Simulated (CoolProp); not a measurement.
Model: reference Helmholtz-energy equation of state, Span 2003, in CoolProp. It is a short technical equation, of lower accuracy than the large ones.

Problem. For n-heptane, give the phase and the cp (kJ/(kg K)), cv (kJ/(kg K)), speed of sound (m/s), Joule-Thomson coefficient (K/MPa) at 129.95 °C and 40.2 bar.

Solution. 
- 129.95 °C and 40.2 bar: liquid; cp 2.69, cv 2.18, speed of sound 760, Joule-Thomson coefficient -0.214
